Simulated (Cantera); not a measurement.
Thermodynamics of oxide etching and cleaning by halides, feed B₂O₃ + NF₃ + H₂

A closed system holds: 1 mol B₂O₃, a varied amount of NF₃, 1.7 mol H₂, held at 1648.15 K and 7.50 Torr.

These are equilibrium values from Cantera (NASA tables, ideal gas, pure condensed phases), not measurements of a reactor. Candidate condensed phases: B, BN, B₂O₃, B₃O₃H₃, H₂O; 62 gas species. Gases not in the tables: H₃BO₃. Rates play no part.

| n(NF₃) (mol) | x F | x HF | x BOF | x BF₃ | x N₂ | x O₂ | x H₂O | x HBO₂ |
|---|---|---|---|---|---|---|---|---|
| 1.6 | 5.56e-6 | 0.434 | 0.294 | 0.0176 | 0.130 | 0.0566 | 0.0530 | 0.0131 |
| 2.1 | 1.59e-5 | 0.458 | 0.205 | 0.0748 | 0.148 | 0.102 | 0.00971 | 0.00158 |
| 2.6 | 3.56e-5 | 0.433 | 0.100 | 0.156 | 0.167 | 0.141 | 0.00202 | 0.000170 |
| 3.2 | 0.0230 | 0.391 | 3.91e-7 | 0.230 | 0.183 | 0.172 | 4.37e-9 | <1e-12 |
| 3.7 | 0.163 | 0.325 | 5.93e-9 | 0.191 | 0.177 | 0.143 | 5.52e-11 | <1e-12 |
| 4.2 | 0.262 | 0.279 | 1.81e-9 | 0.164 | 0.172 | 0.122 | 1.44e-11 | <1e-12 |
| 4.7 | 0.337 | 0.244 | 8.96e-10 | 0.143 | 0.168 | 0.107 | 6.25e-12 | <1e-12 |
| 5.3 | 0.405 | 0.212 | 5.02e-10 | 0.125 | 0.165 | 0.0931 | 3.05e-12 | <1e-12 |
| 5.8 | 0.449 | 0.191 | 3.49e-10 | 0.112 | 0.163 | 0.0839 | 1.91e-12 | <1e-12 |
| 6.3 | 0.486 | 0.174 | 2.60e-10 | 0.102 | 0.161 | 0.0764 | 1.29e-12 | <1e-12 |
| 6.8 | 0.516 | 0.160 | 2.02e-10 | 0.0939 | 0.159 | 0.0701 | <1e-12 | <1e-12 |
| 7.3 | 0.542 | 0.148 | 1.63e-10 | 0.0868 | 0.158 | 0.0648 | <1e-12 | <1e-12 |
x: gas mole fraction; nothing condenses.

From 1.6 mol NF₃ to 7.3 mol NF₃ nothing is condensed.
